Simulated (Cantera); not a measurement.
**N2O furnace oxynitridation**

An isothermal, constant-pressure homogeneous reactor starts with 33.3 % N₂O, 0.153 % H₂, 66.6 % N₂, at 1600 K and 0.0128 atm.

Model: GRI-Mech 3.0 (53 species, 325 reactions), integrated in Cantera. GRI-Mech 3.0 was tuned for natural gas; its chemistry of N2O as a main component is partial and can be far from experiment. Radical loss at walls, strong at low pressure, is not modelled. The temperature is held fixed by assumption; the heat of reaction is taken as removed at once.

```
t (s)        x N₂O      x H₂      x H     x NO₂      x NO   x N₂     x HO₂
--------  --------  --------  -------  --------  --------  -----  --------
1.00e-5      0.333   0.00153  6.10e-9    <1e-12   2.46e-8  0.666  2.13e-12
2.64e-5      0.333   0.00153  3.52e-8    <1e-12   1.69e-7  0.666  4.22e-11
6.96e-5      0.333   0.00153  1.62e-7    <1e-12   1.14e-6  0.666  8.72e-10
0.000184     0.333   0.00153  5.44e-7  1.57e-12   7.30e-6  0.666   1.72e-8
0.000484     0.332   0.00152  1.45e-6  2.63e-10   4.11e-5  0.666   2.81e-7
0.00128      0.332   0.00145  3.37e-6   3.49e-8  0.000181  0.666   2.96e-6
0.00337      0.330   0.00116  5.45e-6   1.52e-6  0.000599  0.667   1.12e-5
0.00890      0.324  0.000521  3.28e-6   1.42e-5   0.00169  0.670   1.14e-5
0.0235       0.311   9.16e-5  9.64e-7   4.80e-5   0.00456  0.676   5.74e-6
0.0619       0.281   3.13e-6  5.36e-7   6.74e-5    0.0117  0.690   2.17e-6
0.163        0.216   3.68e-7  6.33e-7   6.58e-5    0.0272  0.719   8.67e-7
0.431        0.111   4.78e-7  8.93e-7   4.08e-5    0.0518  0.767   2.54e-7
1.14        0.0212   7.04e-7  1.33e-6   1.65e-5    0.0720  0.808   4.02e-8
3.00      0.000429   4.78e-7  6.77e-7   1.53e-5    0.0763  0.818   8.12e-9
```
x: mole fraction; the columns are a selection and need not sum to one.

Equilibrium at this temperature and pressure: N₂O 1.18e-8, H₂ 2.00e-7, H 2.15e-7, NO₂ 6.24e-7, NO 0.00166, N₂ 0.856, HO₂ 1.08e-8 (gas phase only).
